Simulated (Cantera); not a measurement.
An isothermal, constant-pressure homogeneous reactor starts with CH₄ : H₂ = 1 : 4 (molar parts), at 1925 K and 0.0570 bar.

Computed with Cantera and GRI-Mech 3.0 (53 species, 325 reactions). GRI-Mech 3.0 stops at C3 and has no aromatics, soot or wall deposition, so with more carbon than oxygen in the feed, carbon stays in small species such as C2H2 where larger ones or solid carbon would form.

x: mole fraction; the columns are a selection and need not sum to one.

```csv
t (s),x CH₄,x H₂,x C₂H₆,x H,x C₂H₄,x CH₂
3.00e-5,0.200,0.800,4.13e-8,5.31e-5,1.07e-7,1.26e-8
7.67e-5,0.199,0.800,6.00e-7,0.000129,2.19e-6,9.68e-8
0.000196,0.198,0.800,6.09e-6,0.000323,3.79e-5,6.22e-7
0.000502,0.194,0.801,4.00e-5,0.000821,0.000534,3.32e-6
0.00128,0.173,0.810,0.000119,0.00181,0.00310,1.07e-5
0.00328,…,0.842,…,…,…,1.14e-5
0.00839,0.0615,0.876,2.34e-5,0.00261,0.000687,8.35e-6
0.0215,0.0247,0.898,4.45e-6,0.00302,0.000162,5.24e-6
0.0549,0.00824,0.908,5.81e-7,0.00346,5.95e-5,2.61e-6
0.140,…,0.911,…,0.00374,4.62e-5,…
0.359,0.000954,0.912,9.22e-9,0.00383,4.48e-5,4.08e-7
0.918,0.000447,0.913,2.40e-9,0.00385,4.47e-5,1.95e-7
2.35,0.000350,0.913,1.65e-9,0.00385,4.47e-5,1.53e-7
6.00,0.000347,0.913,1.63e-9,0.00385,4.47e-5,1.52e-7
```

### Question
Complete the blanks.

### Answer

- 0.00328, x CH₄: 0.118
- 0.00328, x C₂H₆: 7.66e-5
- 0.00328, x H: 0.00231
- 0.00328, x C₂H₄: 0.00227
- 0.140, x CH₄: 0.00266
- 0.140, x C₂H₆: 6.67e-8
- 0.140, x CH₂: 1.06e-6
